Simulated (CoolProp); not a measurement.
Carbon dioxide at 325.33 K and 0.494 MPa is compressed adiabatically to 0.817 MPa with isentropic efficiency 0.75. Each further row changes one setting.

Values from CoolProp's reference Helmholtz-energy equation of state, Span 1996.

```
case             work (kJ/kg)  final temperature (K)  final density (kg/m³)
---------------  ------------  ---------------------  ---------------------
as stated                42.7                  374.1                   11.8
efficiency 1             32.0                  362.7                   12.2
efficiency 0.65          49.3                  381.0                   11.6
```
